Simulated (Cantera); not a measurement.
Charge: 1 mol MgO, 0.74 mol H₂S, 31 mol N₂, equilibrated at 1025 K and 0.420 bar.

Cantera equilibrium calculation (NASA polynomials, part measured and part estimated; ideal gas, pure solids and liquids). Candidate condensed phases: H₂O, H₂SO₄, Mg, MgO, Mg(OH)₂, MgS, MgSO₄, S; 43 gas species. Mutual solubility and eutectic melting of coexisting phases are not modelled. Gases not in the tables: S₃ to S₇. The numbers say what is thermodynamically allowed, not how fast it happens.

Base state: N₂ 0.974, H₂S 0.0174, H₂ 0.00509, S₂ 0.00254, H₂O 0.000798 (mole fractions); condensed: MgO(s) + MgS(s).

Q: What changes in the equilibrium state with this change: pressure from 0.420 bar to 1.00 bar?

A: 
| species | before | after |
|---|---|---|
| N₂ | 0.974 | 0.975 |
| H₂S | 0.0174 | 0.0184 |
| H₂ | 0.00509 | 0.00397 |
| S₂ | 0.00254 | 0.00198 |
| H₂O | 0.000798 | 0.000848 |
| MgO(s), mol | 0.975 | 0.973 |
| MgS(s), mol | 0.0254 | 0.0270 |
